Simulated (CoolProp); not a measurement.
Model: reference Helmholtz-energy equation of state, de Vries 1995, in CoolProp.

Problem. Give the vapour pressure (kPa), vapour density (kg/m³), enthalpy of vaporisation (kJ/kg) of saturated R124 at 36.55, 72.55 °C.

Solution. 
```tsv
T (°C)	p (kPa)	vapour density (kg/m³)	enthalpy of vaporisation (kJ/kg)
36.55	539	33.1	140
72.55	1340	85.7	113
```
